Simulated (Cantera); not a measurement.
A Cantera script and what it prints.

```python
import numpy as np
import cantera as ct

gas_names = """
    CL CLO CL2 H HCL HOCL HO2 H2 H2O H2O2 O OH O2 O3 Si SiCL SiCL2 SiCL3 SiCL4 SiH SiHCL3 SiH2 SiH2CL2
    SiH3 SiH3CL SiH4 SiO SiO2 Si2 Si3
""".split()
cond_names = """
    H2O(s) H2O(L) Si(cr) Si(L) SiO2(Lqz) SiO2(hqz) SiO2(L)
""".split()


def load(file, names, dense=False):
    # The tables refer to 1 bar. Condensed volumes are neglected.
    table = {s.name: s for s in ct.Species.list_from_file(file)}
    out = []
    for n in names:
        d = dict(table[n].input_data)
        d["thermo"] = dict(d["thermo"], **{"reference-pressure": 1e5})
        if dense:
            d["equation-of-state"] = {"model": "constant-volume", "density": "1e6 g/cm^3"}
        out.append(ct.Species.from_dict(d))
    return out


gas = ct.Solution(thermo="ideal-gas", species=load("nasa_gas.yaml", gas_names))
cond = {s.name: ct.Solution(thermo="fixed-stoichiometry", species=[s], name=s.name)
        for s in load("nasa_condensed.yaml", cond_names, dense=True)}
atoms = {
    'SiH2Cl2': {'Si': 1, 'H': 2, 'CL': 2},
    'O2': {'O': 2},
}
top_T = {}  # K; cautious upper limits of use, not melting points


def equilibrate(T, P, feed):
    n = {}
    for name, mol in feed.items():
        for a, k in atoms[name].items():
            n[a] = n.get(a, 0.0) + k * mol
    gas.TPX = T, P, n
    mass = sum(n.values()) * gas.mean_molecular_weight
    gas.equilibrate("TP")
    valid = [c for c in cond.values() if c.min_temp <= T <= top_T.get(c.name, c.max_temp)]
    mix = ct.Mixture([(gas, mass / gas.mean_molecular_weight)] + [(c, 0.0) for c in valid])
    mix.T, mix.P = T, P
    mix.equilibrate("TP", solver="vcs", rtol=1e-11, max_steps=5000)
    return mix


results = []
feed = {'SiH2Cl2': 1, 'O2': 0.089}  # mol
T = 2098  # K
P = 10000  # Pa
mix = equilibrate(T, P, feed)
results.append((T, P, feed, dict(zip(mix.species_names, mix.species_moles))))
x = sorted(zip(gas.X, gas.species_names), reverse=True)
print(f"T = {T:g} K  P = {P:g} Pa  gas = {mix.phase_moles(0):.4g} mol")
print("   x: " + "  ".join(f"{s} {v:.3e}" for v, s in x if v > 1e-05))
print("   condensed (mol): " + ("  ".join(f"{mix.phase(i).name} {mix.phase_moles(i):.4g}"
      for i in range(1, mix.n_phases) if mix.phase_moles(i) > 1e-12) or "none"))
```

Output:

```
T = 2098 K  P = 10000 Pa  gas = 2.186 mol
   x: H2 3.402e-01  SiCL2 3.297e-01  HCL 2.286e-01  SiO 8.144e-02  SiCL3 6.764e-03  H 5.676e-03  SiCL 3.068e-03  CL 2.808e-03  Si 1.306e-03  SiCL4 1.384e-04  SiH 1.312e-04  SiHCL3 9.658e-05  SiH2 6.142e-05  Si2 1.694e-05  SiH2CL2 1.341e-05
   condensed (mol): Si(L) 0.07603
```

Method: chemical equilibrium by Gibbs-energy minimisation in Cantera with the NASA 1993 tables (ideal gas, pure condensed phases). The tables' values for SiCl3, SiCl are old estimates; treat these amounts as uncertain. Gases not in the tables: Si2H6 and higher silanes.
